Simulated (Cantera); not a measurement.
An isothermal, constant-pressure homogeneous reactor starts with 5.54 % NO, 94.2 % N2, 0.211 % H2O, at 1875 K and 0.109 atm.

Computed with Cantera and GRI-Mech 3.0 (53 species, 325 reactions).

Question: Predict: x(NO) at 80.0 s; x(O2) at 80.0 s; x(N2O) at 80.0 s; x(NO2) at 80.0 s; x(N2) at 80.0 s.

Answer: 
- x(NO) at 80.0 s: 0.0142 (gas-phase equilibrium 0.00210)
- x(O2) at 80.0 s: 0.0205 (gas-phase equilibrium 0.0266)
- x(N2O) at 80.0 s: 1.13e-7 (gas-phase equilibrium 4.40e-8)
- x(NO2) at 80.0 s: 3.17e-6 (gas-phase equilibrium 5.34e-7)
- x(N2) at 80.0 s: 0.963 (gas-phase equilibrium 0.969)
